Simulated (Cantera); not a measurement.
N2O furnace oxynitridation

An isothermal, constant-pressure homogeneous reactor starts with 94.1 % N2O, 5.93 % O2, at 1375 K and 0.0819 atm.

Cantera simulation using GRI-Mech 3.0 (53 species, 325 reactions); the numbers are that mechanism's predictions, not measurements. GRI-Mech 3.0 was tuned for natural gas; its chemistry of N2O as a main component is partial and can be far from experiment. The mechanism lacks the step 2 NO + O2 → 2 NO2, which can matter for NO2 below about 1400 K. The temperature is held fixed by assumption; the heat of reaction is taken as removed at once.

```tsv
t (s)	x N2O	x O2	x O	x NO	x NO2	x N2
2.00e-6	0.941	0.0593	8.42e-7	7.10e-9	<1e-12	8.77e-7
7.87e-6	0.941	0.0593	3.11e-6	1.04e-7	<1e-12	3.62e-6
3.10e-5	0.941	0.0593	9.61e-6	1.38e-6	<1e-12	1.64e-5
0.000122	0.941	0.0593	1.79e-5	1.27e-5	2.18e-11	8.06e-5
0.000479	0.940	0.0594	1.92e-5	6.91e-5	6.31e-10	0.000359
0.00189	0.938	0.0599	1.92e-5	0.000292	1.10e-8	0.00146
0.00742	0.931	0.0617	1.92e-5	0.00116	1.58e-7	0.00575
0.0292	0.905	0.0685	1.92e-5	0.00452	1.70e-6	0.0222
0.115	0.809	0.0931	1.91e-5	0.0165	1.03e-5	0.0814
0.452	0.537	0.163	1.89e-5	0.0504	3.73e-5	0.249
1.78	0.139	0.266	1.71e-5	0.0990	8.29e-5	0.496
7.00	0.00358	0.303	3.55e-6	0.112	0.000168	0.581
```
x: mole fraction; the columns are a selection and need not sum to one.

Equilibrium at this temperature and pressure: N2O 1.24e-8, O2 0.360, O 1.33e-6, NO 0.000744, NO2 2.27e-6, N2 0.639 (gas phase only).
